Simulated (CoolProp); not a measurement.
Aqueous potassium carbonate as a coolant, at 16 °C, 1 atm.

Values from CoolProp's Melinder's fits for secondary coolants.

```
mass %  freezing point (°C)  conductivity (W/(m K))  Prandtl number  viscosity (mPa s)  cp (kJ/(kg K))
------  -------------------  ----------------------  --------------  -----------------  --------------
3.1                    -1.0                   0.589             ___               1.18           3.996
6.4                     ___                   0.586            8.33               1.27           3.837
9.7                    -3.5                   0.582            8.77               1.38             ___
13                     -4.9                   0.579            9.30               1.51           3.571
16.3                   -6.6                   0.575            9.93               1.66           3.444
19.6                   -8.5                   0.572            10.7                ___           3.318
22.9                  -11.0                   0.569            11.6               2.07           3.194
26.2                  -14.0                   0.566            12.8               2.36           3.075
29.5                  -17.9                   0.563            14.4               2.73           2.967
32.8                  -22.8                   0.559             ___               3.20           2.873
```

Q: Complete the blanks.

A: 
- 3.1, Prandtl number: 8.00
- 6.4, freezing point (°C): -2.2
- 9.7, cp (kJ/(kg K)): 3.699
- 19.6, viscosity (mPa s): 1.84
- 32.8, Prandtl number: 16.5
